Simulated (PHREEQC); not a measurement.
Make-up at 20 °C: 0.43 mol/kgw H2SO4, 0.013 mol/kgw NaHCO3 and 0.071 mol/kgw MgCl2. Closed to the air; pH follows from the charge balance.

The numbers come from PHREEQC with the Pitzer model, pitzer.dat.

Each row changes one thing in this solution. No solid was allowed to form.

```
case                                   pH  ionic strength (mol/kgw)  HSO4- (mol/kgw)  SO4-2 (mol/kgw)  HCO3- (mol/kgw)  SI of Epsomite (MgSO4:7H2O)  SI of Hexahydrite (MgSO4:6H2O)
-----------------------------------  ----  ------------------------  ---------------  ---------------  ---------------  ---------------------------  ------------------------------
as made                              0.34                     0.884            0.310            0.120          2.86e-8                        -2.10                           -2.43
diluted 100-fold with water          2.19                    0.0127          0.00116          0.00314          9.62e-9                        -4.22                           -4.55
0.017 mol/kgw HCl added              0.33                     0.899            0.310            0.120          2.78e-8                        -2.11                           -2.44
NaHCO3 from 0.013 to 0.0065 mol/kgw  0.34                     0.883            0.310            0.120          1.42e-8                        -2.11                           -2.43
H2SO4 from 0.43 to 0.387 mol/kgw     0.39                     0.821            0.277            0.110          3.13e-8                        -2.10                           -2.43
```
